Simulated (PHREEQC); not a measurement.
Solution (25 °C and 500 atm): 0.00035 mol/kgw K2CO3, 3.7e-06 mol/kgw NaHCO3 and 8.3e-06 mol/kgw LiCl. Closed to the air; pH follows from the charge balance.

Equilibrium calculation in PHREEQC: ion-association model, phreeqc.dat.

No solid was allowed to form.

**Question.** Estimate the pH, specific conductance, ionic strength.

**Answer.** pH 10.04; specific conductance 117 µS/cm; ionic strength 0.000887 mol/kgw.

**Question.** In which forms is C present?

**Answer.** HCO3- 50 %, CO3-2 50 % of the C.

Under pressure, the constants of complexes without a molar volume in the database are unreliable.
